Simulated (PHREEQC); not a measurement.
Make-up at 25 °C: 0.1 mol/kgw HCl, 0.00032 mol/kgw LiCl and 0.00013 mol/kgw MnSO4. Closed to the air; pH follows from the charge balance.

Model: ion-association model, phreeqc.dat, run in PHREEQC.

```yaml
pH: 1.08
ionic_strength: 0.101 mol/kgw
specific_conductance: 35500 µS/cm
density: 0.999 g/cm³
total_alkalinity: -100 meq/kg
```

| species | molality | activity | log γ |
|---|---|---|---|
| Cl- | 0.100 | 0.0769 | -0.116 |
| H+ | 0.0999 | 0.0824 | -0.083 |
| Li+ | 0.000320 | 0.000254 | -0.100 |
| Mn+2 | 0.000112 | 4.46e-5 | -0.398 |
| HSO4- | 0.000103 | 8.04e-5 | -0.107 |
| SO4-2 | 2.70e-5 | 1.00e-5 | -0.429 |
| MnCl+ | 1.79e-5 | 1.40e-5 | -0.106 |
| MnCl2 | 4.58e-7 | 4.69e-7 | 0.010 |
| MnSO4 | 7.78e-8 | 7.96e-8 | 0.010 |
| LiSO4- | 1.42e-8 | 1.11e-8 | -0.106 |
| MnCl3- | 1.27e-8 | 9.92e-9 | -0.106 |

This is a speciation only: nothing precipitates in the calculation.
